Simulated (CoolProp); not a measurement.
Vapour-liquid equilibrium of cis-2-butene (1) + acetone (2) at 301.4 K; x and y are mole fractions of (1).

The numbers come from the multi-fluid Helmholtz-energy mixture model, Lemmon 2005 and Lemmon 2006; pair parameters Bell 2016 in CoolProp.

```
x     bubble pressure (kPa)  y at the bubble point  dew pressure at overall composition x (kPa)  liquid density (mol/L)
----  ---------------------  ---------------------  -------------------------------------------  ----------------------
0.05                  63.19                  0.460                                        37.08                   13.29
0.15                  109.2                  0.710                                        41.26                   12.98
0.25                  142.7                  0.794                                        46.48                   12.67
0.35                  165.9                  0.835                                        53.18                   12.38
0.45                  181.9                  0.859                                        62.10                   12.10
0.55             (withheld)             (withheld)                                   (withheld)                   11.84
0.65                  203.1             (withheld)                                        93.10                   11.59
0.75                  212.1                  0.911                                        123.2                   11.36
0.85                  221.7                  0.935                                   (withheld)              (withheld)
0.95                  231.9                  0.973                                   (withheld)                   10.98
```

Task: Fill in the missing entries.

Result: 
- 0.55, bubble pressure (kPa): 193.6
- 0.55, y at the bubble point: 0.877
- 0.55, dew pressure at overall composition x (kPa): 74.56
- 0.65, y at the bubble point: 0.893
- 0.85, dew pressure at overall composition x (kPa): 175.9
- 0.85, liquid density (mol/L): 11.16
- 0.95, dew pressure at overall composition x (kPa): 226.3

No azeotrope shows between x = 0.05 and 0.95.

The pair parameters rest on a limited set of measurements; away from them the model extrapolates. With so large a gap from Raoult's law the liquid may split in two, which this calculation doesn't test in full.
